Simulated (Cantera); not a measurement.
## Adiabatic ignition

An adiabatic, constant-volume homogeneous reactor starts with CH4 : O2 : N2 = 1 : 1.82 : 6.84 (molar parts), equivalence ratio 1.1, at 1248 K and 0.200 bar.

Cantera simulation using GRI-Mech 3.0 (53 species, 325 reactions); the numbers are that mechanism's predictions, not measurements.

| t (s) | T (K) | P (bar) | x CH4 | x O2 | x H2 | x NO2 | x C2H6 |
|---|---|---|---|---|---|---|---|
| 2.00e-6 | 1248 | 0.200 | 0.104 | 0.188 | 4.13e-12 | <1e-12 | <1e-12 |
| 5.44e-6 | 1248 | 0.200 | 0.104 | 0.188 | 2.38e-11 | <1e-12 | <1e-12 |
| 1.48e-5 | 1248 | 0.200 | 0.104 | 0.188 | 1.05e-10 | <1e-12 | <1e-12 |
| 4.03e-5 | 1248 | 0.200 | 0.104 | 0.188 | 3.55e-10 | <1e-12 | <1e-12 |
| 0.000110 | 1248 | 0.200 | 0.104 | 0.188 | 1.11e-9 | <1e-12 | <1e-12 |
| 0.000299 | 1248 | 0.200 | 0.104 | 0.188 | 3.74e-9 | <1e-12 | 9.69e-12 |
| 0.000813 | 1248 | 0.200 | 0.104 | 0.188 | 1.61e-8 | <1e-12 | 2.36e-10 |
| 0.00221 | 1248 | 0.200 | 0.104 | 0.188 | 1.14e-7 | <1e-12 | 8.38e-9 |
| 0.00602 | 1248 | 0.200 | 0.104 | 0.188 | 1.41e-6 | <1e-12 | 5.09e-7 |
| 0.0164 | 1249 | 0.200 | 0.103 | 0.188 | 1.58e-5 | <1e-12 | 1.77e-5 |
| 0.0446 | 1254 | 0.201 | 0.102 | 0.188 | 0.000186 | <1e-12 | 0.000189 |
| 0.121 | 2722 | 0.465 | <1e-12 | 0.0151 | 0.0284 | 1.06e-6 | <1e-12 |
| 0.331 | 2722 | 0.465 | <1e-12 | 0.0151 | 0.0284 | 1.06e-6 | <1e-12 |
| 0.900 | 2722 | 0.465 | <1e-12 | 0.0151 | 0.0284 | 1.06e-6 | <1e-12 |
x: mole fraction; the columns are a selection and need not sum to one.

```yaml
time_of_steepest_temperature_rise: 79.6 ms
temperature at 0.900 s: 2722 K
equilibrium_temperature: 2722 K
x(CH4) at 0.900 s: <1e-12 (gas-phase equilibrium <1e-12)
x(O2) at 0.900 s: 0.0151 (gas-phase equilibrium 0.0151)
x(H2) at 0.900 s: 0.0284 (gas-phase equilibrium 0.0284)
```
